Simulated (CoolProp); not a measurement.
Vapour-liquid equilibrium of R1234ze(E) (1) + R227EA (2) at -0.55 °C; x and y are mole fractions of (1).

Values from CoolProp's multi-fluid Helmholtz-energy mixture model, Thol 2016 and Lemmon 2016; pair parameters Bell 2023.

### Question
Give the bubble pressure and the first vapour's composition at x = 0.05, 0.65, 0.875. Is there an azeotrope?

### Answer
x = 0.05: 0.1931 MPa, y = 0.058; x = 0.65: 0.2090 MPa, y = 0.667; x = 0.875: 0.2116 MPa, y = 0.879. No azeotrope shows between x = 0.05 and 0.95.

The pair parameters rest on a limited set of measurements; away from them the model extrapolates.
